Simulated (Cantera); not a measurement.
**Thermodynamics of silicon carbide growth, feed SiCl4 + C2H4 + H2**

Input: 1 mol SiCl4, 0.018 mol C2H4, 62 mol H2, held at 2123.15 K and 13300 Pa.

Equilibrium computed with Cantera from the NASA thermochemical tables; the gas is ideal and each condensed phase is pure. Candidate condensed phases: C, C6H6, C7H8, C8H18, Si, SiC; 109 gas species. Mutual solubility and eutectic melting of coexisting phases are not modelled. The tables' values for SiCl, SiCl3 are old estimates; treat these amounts as uncertain. Gases not in the tables: Si2H6 and higher silanes. Kinetics and transport are ignored.

```yaml
x(H2): 0.932
x(HCl): 0.0500
x(H): 0.00950
x(SiCl2): 0.00560
x(Si): 0.00128
x(SiCl): 0.000410
x(Cl): 0.000374
x(SiH): 0.000233
x(SiH2): 0.000191
n(Si(l)): 0.461 mol
n(SiC(s)): 0.0306 mol
gas_amount: 64.46 mol
log10 activity of C(graphite) (absent): -1.07
```
